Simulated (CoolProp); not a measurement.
Ethanol at 293.15 K and 0.00403 MPa is compressed adiabatically to 0.00925 MPa with isentropic efficiency 0.75. Each further row changes one setting.

The numbers come from the reference Helmholtz-energy equation of state, Schroeder 2014 in CoolProp.

| case | work (kJ/kg) | final temperature (K) | final density (kg/m³) |
|---|---|---|---|
| as stated | 61.6 | (withheld) | (withheld) |
| efficiency 1 | (withheld) | (withheld) | (withheld) |
| efficiency 0.65 | (withheld) | (withheld) | 0.151 |

### Question
Some entries are withheld; supply them.

### Answer

- as stated, final temperature (K): 335.2
- as stated, final density (kg/m³): 0.153
- efficiency 1, work (kJ/kg): 46.2
- efficiency 1, final temperature (K): 325.2
- efficiency 1, final density (kg/m³): 0.158
- efficiency 0.65, work (kJ/kg): 71.1
- efficiency 0.65, final temperature (K): 341.3
